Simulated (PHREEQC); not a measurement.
## Metal-bearing waste water with mixed reagents (model solution)

Solution A (0.0088 mol/kgw ZnSO4, 0.0029 mol/kgw NiCl2, 0.00015 mol/kgw H2SO4 and 0.00043 mol/kgw NaCl) is mixed with solution B (0.0052 mol CsCl, 0.014 mol Zn(NO3)2 and 5.8e-05 mol LiOH per kg of water) at 35 °C; shares are by mass of water, 1 kg in all. O2 is buffered at 0.21 atm. No CO2 enters from the air. The run lets Zn(OH)2-e, Zn4(OH)6SO4, Zn5(OH)8Cl2, Ni(OH)2, Ni4(OH)6SO4, Halite, Mirabilite, Goslarite, Morenosite precipitate or redissolve, and no other solid.

The series has 11 steps of share of solution B, from 0 to 1.

Computed with PHREEQC (ion-association model, wateq4f.dat).

Problem. Between which two steps does the pH jump most, and from what to what?

Solution. Between share of solution B = 0.8 and 0.9: from 4.92 to 6.09.

Species that the database lacks are ignored.
